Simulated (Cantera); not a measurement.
An isothermal, constant-pressure homogeneous reactor starts with CO : O2 : H2O : N2 = 0.001 : 0.078 : 0.00018 : 1 (molar parts), equivalence ratio 0.0064, at 1450 K and 13300 Pa.

Model: GRI-Mech 3.0 (53 species, 325 reactions), integrated in Cantera.

x: mole fraction; the columns are a selection and need not sum to one.

| t (s) | x CO | x O2 | x H2O | x OH | x O | x H |
|---|---|---|---|---|---|---|
| 6.00e-6 | 0.000927 | 0.0723 | 0.000167 | <1e-12 | 6.94e-11 | <1e-12 |
| 3.33e-5 | 0.000927 | 0.0723 | 0.000167 | 4.36e-12 | 3.85e-10 | <1e-12 |
| 0.000185 | 0.000927 | 0.0723 | 0.000167 | 2.91e-11 | 2.14e-9 | <1e-12 |
| 0.00103 | 0.000927 | 0.0723 | 0.000167 | 3.14e-10 | 1.18e-8 | 3.02e-12 |
| 0.00569 | 0.000927 | 0.0723 | 0.000167 | 6.39e-9 | 6.79e-8 | 5.47e-11 |
| 0.0316 | 0.000925 | 0.0723 | 0.000167 | 3.23e-7 | 1.18e-6 | 2.78e-9 |
| 0.175 | ___ | 0.0717 | 0.000143 | 4.19e-5 | 0.000471 | 5.47e-6 |
| 0.974 | ___ | 0.0718 | 0.000159 | 1.48e-5 | 5.14e-5 | 2.07e-7 |
| 5.40 | ___ | 0.0718 | 0.000165 | 4.07e-6 | 3.73e-6 | 4.15e-9 |
| 30.0 | ___ | 0.0718 | 0.000166 | 2.58e-6 | 1.49e-6 | 1.05e-9 |

Some entries are withheld; supply them.


- 0.175, x CO: 0.000252
- 0.974, x CO: 1.16e-6
- 5.40, x CO: 6.35e-8
- 30.0, x CO: 2.16e-8
